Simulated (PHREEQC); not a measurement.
0.064 g of hydrous ferric oxide (600 m²/g; 0.2 weak and 0.005 strong sites per Fe, Dzombak-Morel constants, diffuse double layer) in 1 kg of water with 0.05 mol/kgw of an inert sodium salt and 0.0045 mmol/kgw CaCl2 and 0.0072 mmol/kgw MgCl2, at 25 °C; the pH is set by adding NaOH or the inert anion's acid. Oxygen alone is held at its pressure in air (log pO2 = -0.68). The system is closed to CO2. No solid was allowed to form.

Equilibrium calculation in PHREEQC: ion-association model, wateq4f.dat.

```tsv
pH	Ca sorbed (%)	Mg sorbed (%)	surface charge σ (C/m²)	surface potential ψ (mV)
4	0.0	0.0	0.294	160
4.5	0.0	0.0	0.238	149
5	0.0	0.0	0.181	135
5.5	0.0	0.0	0.130	118
6	0.0	0.0	0.089	99
6.5	0.0	0.0	[?]	78
7	0.2	0.2	0.034	56
7.5	1.1	[?]	0.017	[?]
8	6.8	9.4	0.003	6
8.5	26.0	[?]	-0.008	-16
9	56.5	[?]	-0.021	-38
9.5	85.3	97.4	[?]	-60
10	97.1	99.6	-0.062	-82
```

**Question.** Complete the blanks.

**Answer.** 
- 6.5, surface charge σ (C/m²): 0.058
- 7.5, Mg sorbed (%): 1.2
- 7.5, surface potential ψ (mV): 31
- 8.5, Mg sorbed (%): 43.7
- 9, Mg sorbed (%): 84.2
- 9.5, surface charge σ (C/m²): -0.038
